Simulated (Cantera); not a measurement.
Charge: 1 mol FeS2, 1.3 mol SO3, 0.88 mol CO2, equilibrated at 1573 K and 0.0130 bar.

These are equilibrium values from Cantera (NASA tables, ideal gas, pure condensed phases), not measurements of a reactor. Candidate condensed phases: C, Fe, Fe(CO)5, FeO, FeS, FeSO4, FeS2, Fe2O3, Fe2(SO4)3, Fe3O4, S; 25 gas species. The tables' stoichiometric FeO is somewhat more stable than real wüstite, so its field is too wide. FeO: taken at fixed stoichiometry. Equilibrium is a limit: real reactors are often held back by kinetics, nucleation or transport.

Base state: SO2 0.468, S2 0.246, CO2 0.172, CO 0.0909, SO 0.0192, S2O 0.00397, COS 0.000448, S 0.000397 (mole fractions); condensed: FeO(s).

Task: What changes in the equilibrium state with this change: 0.025 mol H2 added?

Result: 
| species | before | after |
|---|---|---|
| SO2 | 0.468 | 0.462 |
| S2 | 0.246 | 0.245 |
| CO2 | 0.172 | 0.170 |
| H2O | 0 | 0.00599 |
| SO | 0.0192 | 0.0191 |
| CO | 0.0909 | 0.0907 |
| H2 | 0 | 0.00110 |
| SH | 0 | 0.000351 |
| FeO(s), mol | 1.000 | 1.000 |
Further candidate phases: C6H6, C7H8, C8H18, Fe(OH)2, Fe(OH)3, H2O, H2SO4.
